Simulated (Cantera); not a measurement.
Input: 1 mol V, 4.3 mol NH3, 14 mol H2, at 1675 K and 0.100 bar.

Cantera equilibrium calculation (NASA polynomials, part measured and part estimated; ideal gas, pure solids and liquids). Candidate condensed phases: V, VN; 11 gas species. VN: taken at fixed stoichiometry. Condensed phases not in the tables: V2N. Rates play no part.

Base state: H2 0.925, N2 0.0746, H 0.000353 (mole fractions); condensed: VN(s).

**Question.** What changes in the equilibrium state with this change: temperature from 1675 K to 2125 K?

**Answer.** 
| species | before | after |
|---|---|---|
| H2 | 0.925 | 0.904 |
| N2 | 0.0746 | 0.0847 |
| H | 0.000353 | 0.0109 |
| V | 2.86e-9 | 0.000136 |
| VN(s), mol | 1.00 | 0.491 |
| V(s), mol | 0 | 0.506 |
Mutual solubility and eutectic melting of coexisting phases are not modelled. Condensed phases not in the tables: V2N, N, O or C dissolved in the metal.

**Question.** What changes in the equilibrium state with this change: temperature from 1675 K to 2123.15 K?

**Answer.** 
```tsv
species	before	after
H2	0.925	0.906
N2	0.0746	0.0830
H	0.000353	0.0108
V	2.86e-9	0.000133
VN(s), mol	1.00	0.574
V(s), mol	0	0.423
```
Mutual solubility and eutectic melting of coexisting phases are not modelled. Condensed phases not in the tables: V2N, N, O or C dissolved in the metal.
